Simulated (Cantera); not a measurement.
A closed system holds: 1 mol MgO, 1.7 mol O2, 44 mol N2, equilibrated at 1548 K and 1330 Pa.

Method: chemical equilibrium by Gibbs-energy minimisation in Cantera with the NASA 1993 tables (ideal gas, pure condensed phases). Candidate condensed phases: Mg, MgO; 13 gas species. Kinetics and transport are ignored.

What is the equilibrium state?


- x(N2) = 0.962
- x(O2) = 0.0368
- x(NO) = 0.000711
- x(O) = 1.27e-5
- n(MgO(s)) = 1.00 mol
- gas amount = 45.70 mol
- log10 activity of Mg(l) (absent) = -12.85
